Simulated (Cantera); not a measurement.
**Ignition delay**

Mixture: 14.5 % CH3OH, 16.7 % O2, 68.8 % N2, equivalence ratio 1.3, at 190000 Pa, adiabatic and at constant pressure. Ignition delay is the time to a rise of 400 K.

Cantera simulation using GRI-Mech 3.0 (53 species, 325 reactions); the numbers are that mechanism's predictions, not measurements. GRI-Mech 3.0 was tuned for natural gas; its chemistry of methanol as a main component is partial and can be far from experiment.

| T0 (K) | delay (ms) |
|---|---|
| 1250 | 2.38 |
| 1325 | 0.828 |
| 1400 | 0.331 |
| 1475 | 0.149 |
| 1550 | 0.0751 |
| 1625 | 0.0411 |

```yaml
apparent activation energy between 1475 and 1625 K: 170 kJ/mol
```
